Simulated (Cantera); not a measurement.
An isothermal, constant-pressure homogeneous reactor starts with 41.7 % NH3, 58.3 % N2, at 1600 K and 14000 Pa.

Computed with Cantera and the gas-phase N/H chemistry of the illustrative SiF4/NH3 mechanism in the Surface Chemkin manual (1991). Walls and surfaces, which speed up NH3 decomposition in real reactors, are not modelled.

x: mole fraction; the columns are a selection and need not sum to one.

```csv
t (s),x NH3,x N,x NH,x H,x N2H2
2.00e-6,0.417,<1e-12,<1e-12,…,<1e-12
7.29e-6,0.417,<1e-12,<1e-12,4.88e-9,<1e-12
2.65e-5,0.417,<1e-12,<1e-12,5.00e-9,<1e-12
9.67e-5,0.417,<1e-12,4.17e-12,5.00e-9,3.21e-12
0.000352,0.417,<1e-12,9.49e-11,5.01e-9,9.47e-11
0.00128,0.417,<1e-12,2.10e-9,5.10e-9,1.78e-9
0.00468,0.417,9.21e-12,2.87e-8,…,2.75e-8
0.0170,0.417,9.56e-11,1.89e-7,…,3.03e-7
0.0620,0.416,5.29e-10,2.96e-7,…,5.41e-7
0.226,0.412,2.02e-9,3.37e-7,…,5.36e-7
0.823,0.401,6.88e-9,4.16e-7,…,5.12e-7
3.00,0.362,1.51e-8,4.80e-7,…,4.30e-7
```

### Question
Fill in the missing entries.

### Answer

- 2.00e-6, x H: 3.22e-9
- 0.00468, x H: 6.68e-9
- 0.0170, x H: 2.82e-8
- 0.0620, x H: 1.32e-7
- 0.226, x H: 4.77e-7
- 0.823, x H: 1.66e-6
- 3.00, x H: 5.51e-6
